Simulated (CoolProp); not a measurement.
R113 at 298.15 K and 0.0114 MPa is compressed adiabatically to 0.0646 MPa with isentropic efficiency 0.9. Each further row changes one setting.

Values from CoolProp's reference Helmholtz-energy equation of state, Marx 1992.

| case | work (kJ/kg) | final temperature (K) | final density (kg/m³) |
|---|---|---|---|
| as stated | ? | ? | 4.38 |
| efficiency 1 | ? | 335.4 | ? |
| efficiency 0.65 | ? | 353.9 | ? |

Question: Complete the blanks.

Answer: 
- as stated, work (kJ/kg): 26.7
- as stated, final temperature (K): 339.3
- efficiency 1, work (kJ/kg): 24.1
- efficiency 1, final density (kg/m³): 4.44
- efficiency 0.65, work (kJ/kg): 37.0
- efficiency 0.65, final density (kg/m³): 4.19
